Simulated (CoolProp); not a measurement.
A Linde-Hampson liquefier for nitrogen: isothermal reversible compression at 250 K from 1 atm to 40 MPa, throttling to 1 atm, return gas leaving the recuperator 5 K below the feed. Each further row changes one setting.

Model: reference Helmholtz-energy equation of state, Span 2000, in CoolProp.

| case | liquid yield per pass | compression work (kJ/kg of gas) |
|---|---|---|
| as stated | 0.143 | 443 |
| high pressure 80 MPa | 0.096 | 521 |
| warm-end temperature 280 K | 0.102 | 503 |
| warm-end gap 10 K | 0.131 | 443 |
